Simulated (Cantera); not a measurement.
Charge: 1 mol B₂H₆, 180 mol H₂, 1.1 mol O₂, equilibrated at 1998.15 K and 1.00 bar.

Cantera equilibrium calculation (NASA polynomials, part measured and part estimated; ideal gas, pure solids and liquids). Candidate condensed phases: B, B₂O₃, B₃O₃H₃, H₂O; 23 gas species. The feed counts by its element totals alone. The tables' values for BH₂ are old estimates; treat these amounts as uncertain. The numbers say what is thermodynamically allowed, not how fast it happens.

Base state: H₂ 0.988, HBO 0.00929, H 0.00160, HBO₂ 0.000627, H₂O 0.000368, B₂O₂ 0.000239, BO 0.000218, B₂O₃ 0.000111 (mole fractions); condensed: gas only.

Problem. What changes in the equilibrium state with this change: temperature from 1998.15 K to 1475 K?

Solution. 
```
species         before    after
------------  --------  -------
H₂               0.988    0.996
B₃O₃H₃         6.56e-7  0.00231
HBO            0.00929  0.00188
BO            0.000218  6.62e-7
H              0.00160  1.29e-5
H₂O           0.000368  2.28e-5
B₂O₃          0.000111  1.29e-5
B₂O₃(l), mol         0    0.177
```
